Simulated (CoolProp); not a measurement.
The numbers come from the reference Helmholtz-energy equation of state, Eisenbach 2021 in CoolProp.

**Question.** For propylene glycol, give the phase and the cv (kJ/(kg K)), speed of sound (m/s), Joule-Thomson coefficient (K/MPa), fugacity coefficient at 403.7 K and 251 bar; 234.3 K and 5.2 bar.

**Answer.** 
- 403.7 K and 251 bar: liquid; cv 2.62, speed of sound 1320, Joule-Thomson coefficient -0.227, fugacity coefficient 0.000902
- 234.3 K and 5.2 bar: liquid; cv 1.77, speed of sound 1680, Joule-Thomson coefficient -0.377, fugacity coefficient 1.77e-8
